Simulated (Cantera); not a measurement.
# Diamond growth

A diamond (100) surface in a fixed gas of H2 with x(CH4) = 0.0045, x(H) = 0.0029, x(CH3) = 5.7e-05, 188 Torr; coverages are run to steady state.

Detailed kinetics in Cantera: the Harris–Goodwin 1993 mechanism for the reconstructed diamond (100) surface.

```tsv
T (K)	growth (µm/h)	θ c6HH	θ c6H*	θ c6*H	θ c6**	θ c6HM
950	5.78	0.633	0.0140	0.329	0.00649	0.0129
1025	8.05	0.569	0.0204	0.387	0.0111	0.00924
1100	9.76	0.510	0.0276	0.435	0.0173	0.00623
1175	9.07	0.460	0.0354	0.474	0.0249	0.00338
1250	6.09	0.417	0.0434	0.503	0.0334	0.00127
1325	3.97	0.383	0.0511	0.523	0.0421	0.000367
1400	3.27	0.356	0.0586	0.535	0.0505	9.83e-5
```
θ: site fractions in the mechanism's names (c6HH fully hydrogenated, c6H* and c6*H radical sites, c6** diradical, c6HM methylated).
